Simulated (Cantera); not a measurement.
What does this Cantera script print?

```python
import numpy as np
import cantera as ct

gas_names = """
    F F2 H HF H2 H2F2 H3F3 H4F4 H5F5 H6F6 H7F7 N NF NF2 NF3 NH NH2 NH3 N2 N2H2 N2H4 Si SiF SiF2 SiF3
    SiF4 SiH SiHF3 SiH2 SiH2F2 SiH3 SiH3F SiH4 SiN Si2 Si2N Si3
""".split()
cond_names = """
    Si(cr) Si(L) Si3N4(a)
""".split()


# ... load() reads the species with a 1 bar reference pressure and builds the phases ...
atoms = {
    'SiF4': {'Si': 1, 'F': 4},
    'NH3': {'N': 1, 'H': 3},
}
top_T = {'Si3N4(a)': 2400}  # K; cautious upper limits of use, not melting points


# ... equilibrate(T, P, feed) seeds the gas with the atoms and calls Mixture.equilibrate('TP', solver="vcs", rtol=1e-11, max_steps=5000) ...
results = []
feed = {'SiF4': 1, 'NH3': 3.3}  # mol
T = 1023.15  # K
P = 10000  # Pa
mix = equilibrate(T, P, feed)
results.append((T, P, feed, dict(zip(mix.species_names, mix.species_moles))))
print(gas.report(threshold=1e-05))
for i in range(1, mix.n_phases):
    print(f"{mix.phase(i).name:16s} {mix.phase_moles(i):12.5e} mol")
```

Output:

```
       temperature   1023.1 K
          pressure   10000 Pa
           density   0.024786 kg/m^3
  mean mol. weight   21.085 kg/kmol
   phase of matter   gas

                          1 kg             1 kmol
                     ---------------   ---------------
          enthalpy       -8.7605e+06       -1.8472e+08  J
   internal energy        -9.164e+06       -1.9322e+08  J
           entropy             11234        2.3686e+05  J/K
    Gibbs function       -2.0254e+07       -4.2706e+08  J
 heat capacity c_p              1912             40315  J/K
 heat capacity c_v            1517.7             32000  J/K

                      mass frac. Y      mole frac. X     chem. pot. / RT
                     ---------------   ---------------   ---------------
                HF          0.000696        0.00073352           -64.303
                H2          0.062219           0.65073           -20.295
               NH3        9.8956e-06        1.2251e-05           -44.818
                N2           0.28836           0.21703           -28.751
              SiF3        4.9277e-05        1.2212e-05           -179.51
              SiF4           0.64718           0.13111           -233.66
             SiHF3         0.0014854        0.00036382           -189.65
     [  +30 minor]        1.7174e-06         5.423e-07

Si(cr)            0.00000e+00 mol
Si3N4(a)          2.25745e-04 mol
```

Cantera equilibrium calculation (NASA polynomials, part measured and part estimated; ideal gas, pure solids and liquids). The tables' values for SiF3 are old estimates; treat these amounts as uncertain.
